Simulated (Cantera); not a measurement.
## SiCl₄ + C₃H₈ + H₂ + C₂H₂ (silicon carbide growth)

Input: 1 mol SiCl₄, 0.0042 mol C₃H₈, 150 mol H₂, 0.021 mol C₂H₂, at 1473 K and 7100 Pa.

Method: chemical equilibrium by Gibbs-energy minimisation in Cantera with the NASA 1993 tables (ideal gas, pure condensed phases). Candidate condensed phases: C, C₆H₆, C₇H₈, C₈H₁₈, Si, SiC; 109 gas species. Mutual solubility and eutectic melting of coexisting phases are not modelled. The tables' values for SiCl₃ are old estimates; treat these amounts as uncertain. Rates play no part.

```
Property                                    Result
--------------------------------------  ----------
x(H₂)                                        0.975
x(HCl)                                      0.0228
x(SiCl₂)                                   0.00168
x(H)                                       4.69e-5
x(SiCl₃)                                   3.07e-5
x(SiHCl₃)                                  7.72e-6
x(SiH₂Cl₂)                                 4.86e-6
x(SiCl₄)                                   1.92e-6
x(CH₄)                                     1.30e-6
n(Si(s))                                 0.683 mol
n(SiC(s))                               0.0544 mol
gas amount                               152.0 mol
log10 activity of C(graphite) (absent)       -2.18
```
